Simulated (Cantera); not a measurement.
Feed: 1 mol Si(CH3)4, 0.015 mol C3H8, 75 mol H2, at 100000 Pa.

These are equilibrium values from Cantera (NASA tables, ideal gas, pure condensed phases), not measurements of a reactor. Candidate condensed phases: C, C6H6, C7H8, C8H18, Si, SiC; 87 gas species. Rates play no part. All values below are at 973 K.

Base state: H2 0.961, CH4 0.0390 (mole fractions); condensed: SiC(s).

Problem. What changes in the equilibrium state with this change: pressure from 100000 Pa to 17000 Pa?

Solution. 
```json
[
 {"species": "H2", "before": "0.961", "after": "0.979"},
 {"species": "CH4", "before": "0.0390", "after": "0.0209"},
 {"species": "SiC(s), mol", "before": "1.00", "after": "1.00"},
 {"species": "C(graphite), mol", "before": "0", "after": "1.38"}
]
```
